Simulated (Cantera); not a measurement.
**Premixed flame**

A freely propagating, adiabatic, planar premixed flame of CH4 : C2H6 : C3H8 : O2 : N2 = 1 : 0.48 : 0.26 : 3.56 : 17 (molar parts), unburnt at 325 K and 0.370 bar; mixture-averaged transport, grid criteria slope 0.08 and curve 0.16, no radiation.

Model: GRI-Mech 3.0 (53 species, 325 reactions), integrated in Cantera. GRI-Mech 3.0 was tuned for natural gas; its chemistry of propane as a main component is partial and can be far from experiment. Burning velocities carry a grid error of a few per cent, more on coarse grids.

```
z (mm)  T (K)  u (m/s)     x CH4    x C2H6   x C3H8    x HCO    x CH2O    x CH2
------  -----  -------  --------  --------  -------  -------  --------  -------
-6.20     325    0.186    0.0447    0.0215   0.0116    <1e-8   4.52e-8    <1e-8
-4.13     329    0.189    0.0444    0.0214   0.0116    <1e-8   1.61e-6    <1e-8
-3.10     348    0.201    0.0437    0.0212   0.0115    <1e-8   1.33e-5    <1e-8
-2.07     464    0.272    0.0404    0.0202   0.0111    <1e-8  0.000154    <1e-8
-1.03     908    0.549    0.0286    0.0134  0.00749  9.71e-8   0.00102    <1e-8
-0.516   1263    0.780    0.0182   0.00587  0.00246  3.75e-6   0.00108  9.59e-7
0        1583    0.991   0.00648  0.000435  3.90e-5  1.36e-5  0.000322  2.09e-5
0.516    1727     1.08   0.00107   6.09e-6    <1e-8  5.71e-6   6.67e-5  2.10e-5
1.03     1766     1.11  0.000173   1.76e-7    <1e-8  1.26e-6   1.31e-5  6.15e-6
2.07     1783     1.11   1.15e-5     <1e-8    <1e-8  1.42e-7   1.05e-6  5.92e-7
4.13     1791     1.12   6.70e-7     <1e-8    <1e-8  4.77e-8   6.18e-8  3.57e-8
8.26     1798     1.12   2.29e-8     <1e-8    <1e-8  3.44e-8     <1e-8    <1e-8
16.5     1805     1.12     <1e-8     <1e-8    <1e-8  2.45e-8     <1e-8    <1e-8
```
x: mole fraction of selected species; z is measured from the peak of heat release.

The laminar burning velocity is 18.6 cm/s. The thermal thickness comes out as 2.07 mm and the peak x(HCO) comes out as 1.37e-5. The peak x(CH2O) comes out as 0.00120 and the peak x(CH2) comes out as 2.77e-5. The grid points is 145.
